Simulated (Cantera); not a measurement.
An isothermal, constant-pressure homogeneous reactor starts with H2 : O2 = 0.089 : 1 (molar parts), at 1200 K and 550 Pa.

Cantera simulation using GRI-Mech 3.0 (53 species, 325 reactions); the numbers are that mechanism's predictions, not measurements. Radical loss at walls, strong at low pressure, is not modelled. The temperature is held fixed by assumption; the heat of reaction is taken as removed at once.

One state of this run: x H2 = 0.00151; x O2 = 0.875; x H2O2 = 5.75e-8; x O = 0.0347; x H2O = 0.0735. x: mole fraction; the columns are a selection and need not sum to one.

Q: Which value of t (s) does it belong to?
A. 0.0548
B. 0.0114
C. 0.262
D. 6.00

A: A, 0.0548
